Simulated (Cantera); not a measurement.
## Equilibrium for carbon deposition, reforming and gasification: toluene + H2O + N2

Input: 1 mol toluene, 0.074 mol H2O, 8.3 mol N2, equilibrated at 2223 K and 1 atm.

Equilibrium computed with Cantera from the NASA thermochemical tables; the gas is ideal and each condensed phase is pure. Candidate condensed phases: C, C6H6, C7H8, C8H18, H2O; 136 gas species. Equilibrium is a limit: real reactors are often held back by kinetics, nucleation or transport.

```yaml
x(N2): 0.658
x(H2): 0.316
x(HCN): 0.0148
x(CO): 0.00593
x(H): 0.00358
x(HNC): 0.00121
x(C2H2 (acetylene)): 0.000917
x(CH4): 2.53e-5
x(C2N2): 7.87e-6
n(C(graphite)): 6.70 mol
gas_amount: 12.47 mol
```
